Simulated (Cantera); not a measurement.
# Thermodynamics of aluminium nitride and oxide growth, feed Al + O2 + H2

Charge: 1 mol Al, 5.3 mol O2, 610 mol H2, equilibrated at 425 °C and 0.675 Torr.

Equilibrium computed with Cantera from the NASA thermochemical tables; the gas is ideal and each condensed phase is pure. Candidate condensed phases: Al, Al2O3, H2O; 19 gas species. Rates play no part.

The x(H2) is 0.985, the x(H2O) is 0.0149 and the n(Al2O3(s)) comes out as 0.500 mol. The gas amount is 610.0 mol. The log10 activity of Al(s) (absent) is -28.32.
